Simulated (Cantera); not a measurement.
Feed: 1 mol Cu, 0.02 mol CO2, 71 mol CO, held at 443 Torr.

These are equilibrium values from Cantera (NASA tables, ideal gas, pure condensed phases), not measurements of a reactor. Candidate condensed phases: C, Cu, CuO, Cu2O; 15 gas species. The numbers say what is thermodynamically allowed, not how fast it happens. All values below are at 1025 °C.

Base state: CO 0.997, CO2 0.00311 (mole fractions); condensed: C(graphite) + Cu(s).

Question: What changes in the equilibrium state with this change: Cu replaced by Pb?

Answer: 
```csv
species,before,after
CO,0.997,0.993
Pb,0,0.00433
CO2,0.00311,0.00308
"C(graphite), mol",0.200,0.199
"Cu(s), mol",1.000,0
"Pb(l), mol",0,0.692
```
Further candidate phases: Pb, PbO, PbO2, Pb3O4.
